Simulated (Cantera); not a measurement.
What does this Cantera script print?

```python
import numpy as np
import cantera as ct

gas_names = """
    H H2 P PH PH3 P2 P4
""".split()
cond_names = """
    P(cr) P(L)
""".split()


# ... load() reads the species with a 1 bar reference pressure and builds the phases ...
atoms = {
    'PH3': {'P': 1, 'H': 3},
    'H2': {'H': 2},
}
top_T = {}  # K; cautious upper limits of use, not melting points


# ... equilibrate(T, P, feed) seeds the gas with the atoms and calls Mixture.equilibrate('TP', solver="vcs", rtol=1e-11, max_steps=5000) ...
results = []
feed = {'PH3': 1, 'H2': 0.046}  # mol
T = 1873.15  # K
P = 170  # Pa
mix = equilibrate(T, P, feed)
results.append((T, P, feed, dict(zip(mix.species_names, mix.species_moles))))
x = sorted(zip(gas.X, gas.species_names), reverse=True)
print(f"T = {T:g} K  P = {P:g} Pa  gas = {mix.phase_moles(0):.4g} mol")
print("   x: " + "  ".join(f"{s} {v:.3e}" for v, s in x if v > 1e-06))
print("   condensed (mol): " + ("  ".join(f"{mix.phase(i).name} {mix.phase_moles(i):.4g}"
      for i in range(1, mix.n_phases) if mix.phase_moles(i) > 1e-12) or "none"))
```

It prints:

```
T = 1873.15 K  P = 170 Pa  gas = 2.062 mol
   x: H2 7.430e-01  P2 2.415e-01  H 1.351e-02  P 1.789e-03  PH 1.305e-04  P4 3.539e-06
   condensed (mol): none
```

These are equilibrium values from Cantera (NASA tables, ideal gas, pure condensed phases), not measurements of a reactor.
